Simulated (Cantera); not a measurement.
Input (Python, Cantera) and output of one run.

```python
import numpy as np
import cantera as ct

gas_names = """
    H2O TaO2 H2O2
""".split()
cond_names = """
    Ta(cr) Ta(L)
""".split()


# ... load() reads the species with a 1 bar reference pressure and builds the phases ...
species = {s.name: s for s in load("nasa_gas.yaml", gas_names) + load("nasa_condensed.yaml", cond_names)}
# Each term lists the table entries of one substance; the one whose range holds T is used.
reactions = {
    '2 H2O(g) + TaO2(g) = 2 H2O2(g) + Ta':
        [(-2, ['H2O']), (-1, ['TaO2']), (2, ['H2O2']), (1, ['Ta(cr)', 'Ta(L)'])],
}


def pick(names, T):
    return next(species[n] for n in names if species[n].thermo.min_temp <= T <= species[n].thermo.max_temp)


results = []
for label, terms in reactions.items():
    print(label)
    print("     T/K   dH/kJ  dS/(J/K)   dG/kJ   log10 K")
    for T in [698, 898, 1098, 1298, 1498, 1698, 1898, 2098]:
        used = [(nu, pick(names, T)) for nu, names in terms]
        dH = sum(nu * s.thermo.h(T) for nu, s in used) / 1e6
        dS = sum(nu * s.thermo.s(T) for nu, s in used) / 1e3
        dG = dH - T * dS / 1e3
        logK = -dG * 1e6 / (ct.gas_constant * T * np.log(10))
        results.append((label, T, dH, dS, dG, logK, [s.name for _, s in used]))
        print(f"{T:8g} {dH:8.1f} {dS:8.1f} {dG:8.1f} {logK:8.2f}")
```

It prints:

```
2 H2O(g) + TaO2(g) = 2 H2O2(g) + Ta
     T/K   dH/kJ  dS/(J/K)   dG/kJ   log10 K
     698    414.1   -143.5    514.2   -38.48
     898    416.5   -140.4    542.6   -31.56
    1098    419.4   -137.5    570.4   -27.13
    1298    422.5   -134.9    597.6   -24.05
    1498    425.7   -132.6    624.4   -21.77
    1698    429.0   -130.5    650.7   -20.02
    1898    432.5   -128.6    676.6   -18.62
    2098    436.1   -126.8    702.2   -17.48
```

Source: NASA polynomial tables (part measured, part estimated), evaluated in Cantera. Condensed species are held in their standard states even where they would react or evaporate.
